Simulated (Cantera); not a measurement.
An adiabatic, constant-pressure homogeneous reactor starts with CH4 : CO : O2 : N2 = 1 : 0.22 : 1 : 3.78 (molar parts), equivalence ratio 2.1, at 1200 K and 0.661 atm. Integrator tolerance rtol = 1e-08.

Detailed kinetics in Cantera: GRI-Mech 3.0 (53 species, 325 reactions).

Problem. What does this change do: constant volume in place of constant pressure?

Solution. 
```csv
quantity,before,after
time of steepest temperature rise,0.125 s,0.115 s
temperature at 4.00 s,2239 K,2519 K
equilibrium temperature,2239 K,2519 K
x(CH4) at 4.00 s,2.57e-11 (gas-phase equilibrium 2.90e-11),4.03e-11 (gas-phase equilibrium 4.53e-11)
x(CO) at 4.00 s,0.153 (gas-phase equilibrium 0.153),0.154 (gas-phase equilibrium 0.154)
x(O2) at 4.00 s,1.77e-6 (gas-phase equilibrium 1.77e-6),1.54e-5 (gas-phase equilibrium 1.54e-5)
x(NO2) at 4.00 s,9.52e-11 (gas-phase equilibrium 9.52e-11),1.61e-9 (gas-phase equilibrium 1.61e-9)
x(CH2) at 4.00 s,<1e-12 (gas-phase equilibrium <1e-12),3.48e-12 (gas-phase equilibrium 3.81e-12)
x(C2H6) at 4.00 s,<1e-12 (gas-phase equilibrium <1e-12),<1e-12 (gas-phase equilibrium <1e-12)
```

Problem. What does this change do: initial temperature 1200 to 1650 K?

Solution. 
```tsv
quantity	before	after
time of steepest temperature rise	0.125 s	0.564 ms
temperature at 4.00 s	2239 K	2569 K
equilibrium temperature	2239 K	2569 K
x(CH4) at 4.00 s	2.57e-11 (gas-phase equilibrium 2.90e-11)	5.15e-12 (gas-phase equilibrium 5.78e-12)
x(CO) at 4.00 s	0.153 (gas-phase equilibrium 0.153)	0.154 (gas-phase equilibrium 0.154)
x(O2) at 4.00 s	1.77e-6 (gas-phase equilibrium 1.77e-6)	6.15e-5 (gas-phase equilibrium 6.15e-5)
x(NO2) at 4.00 s	9.52e-11 (gas-phase equilibrium 9.52e-11)	4.24e-9 (gas-phase equilibrium 4.24e-9)
x(CH2) at 4.00 s	<1e-12 (gas-phase equilibrium <1e-12)	1.76e-12 (gas-phase equilibrium 1.89e-12)
x(C2H6) at 4.00 s	<1e-12 (gas-phase equilibrium <1e-12)	<1e-12 (gas-phase equilibrium <1e-12)
```
